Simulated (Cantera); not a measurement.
Cantera run, input and output.

```python
import numpy as np
import cantera as ct

gas = ct.Solution("h2o2.yaml")
gas.TP = 300, 100000
flame = ct.CounterflowDiffusionFlame(gas, width=0.02)
flame.fuel_inlet.X, flame.fuel_inlet.T = {'H2': 1}, 325
flame.oxidizer_inlet.X, flame.oxidizer_inlet.T = {'O2': 0.22, 'N2': 0.78}, 350
flame.set_refine_criteria(ratio=3, slope=0.12, curve=0.24, prune=0.03)
show = ['OH', 'H', 'H2O', 'HO2']

rows = []
print(f"{'mdot':>8s}{'a_max':>10s}{'a_mean':>10s}{'Tmax/K':>9s}" + "".join(f"{s:>11s}" for s in show) + "   (peak mole fractions)")
for i, mdot in enumerate([0.6, 0.78, 1, 1.3, 1.7, 2.2, 2.9, 3.8, 4.9, 6.4]):  # kg/m2/s on the oxidiser side
    flame.oxidizer_inlet.mdot, flame.fuel_inlet.mdot = mdot, 0.22 * mdot
    flame.solve(loglevel=0, auto=(i == 0))
    if flame.T.max() < max(325, 350) + 100:
        print(f"{mdot:8.3g}  no burning solution found from the previous one")
        break
    dT = np.abs(np.gradient(flame.T, flame.grid))
    rows.append([flame.strain_rate("max"), flame.strain_rate("mean"), flame.T.max(),
                 *(flame.X[gas.species_index(s)].max() for s in show), max(dT[0], dT[-1]) / dT.max()])
    print(f"{mdot:8.3g}{rows[-1][0]:10.1f}{rows[-1][1]:10.1f}{rows[-1][2]:9.1f}" + "".join(f"{x:11.3e}" for x in rows[-1][3:-1]))
```

It prints:

```
    mdot     a_max    a_mean   Tmax/K         OH          H        H2O        HO2   (peak mole fractions)
     0.6     675.2     118.7   2459.3  2.075e-02  1.643e-02  2.884e-01  5.515e-05
    0.78     863.7     154.3   2426.9  2.085e-02  1.789e-02  2.858e-01  6.674e-05
       1    1070.2     197.8   2393.4  2.100e-02  1.938e-02  2.839e-01  7.764e-05
     1.3    1342.3     257.1   2359.6  2.113e-02  2.122e-02  2.819e-01  9.006e-05
     1.7    1695.1     336.3   2327.5  2.134e-02  2.330e-02  2.795e-01  1.039e-04
     2.2    2090.9     435.2   2283.3  2.119e-02  2.526e-02  2.776e-01  1.167e-04
     2.9    2641.5     573.6   2234.4  2.092e-02  2.756e-02  2.755e-01  1.346e-04
     3.8    3323.2     751.7   2186.8  2.060e-02  3.008e-02  2.732e-01  1.518e-04
     4.9    4115.7     969.2   2143.6  2.027e-02  3.267e-02  2.709e-01  1.701e-04
     6.4    5148.3    1266.0   2095.4  1.985e-02  3.553e-02  2.689e-01  1.890e-04
```

Computed with Cantera and the H2/O2 subset of GRI-Mech 3.0, which has no nitrogen chemistry. The maximum strain rate includes the flame's own expansion and is several times the mean.
